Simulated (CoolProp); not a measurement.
Vapour-liquid equilibrium of ethylbenzene (1) + n-nonane (2) at 541.8 K; x and y are mole fractions of (1).

The numbers come from the multi-fluid Helmholtz-energy mixture model, Zhou 2012 and Lemmon 2006; pair parameters Bell 2016 in CoolProp.

```csv
x,bubble pressure (MPa),y at the bubble point,dew pressure at overall composition x (MPa),liquid density (mol/L)
0.05,1.088,0.060,1.084,3.731
0.15,1.126,0.177,1.117,3.868
0.25,1.163,0.288,1.150,4.016
0.35,1.198,0.393,1.184,4.176
0.45,1.232,0.493,1.218,4.349
0.55,1.262,0.588,1.250,4.539
0.65,1.289,0.681,1.280,4.746
0.75,1.313,0.771,1.307,4.974
0.85,1.332,0.862,1.330,5.225
0.95,1.347,0.953,1.347,5.501
```

No azeotrope shows between x = 0.05 and 0.95.

The pair parameters rest on a limited set of measurements; away from them the model extrapolates.
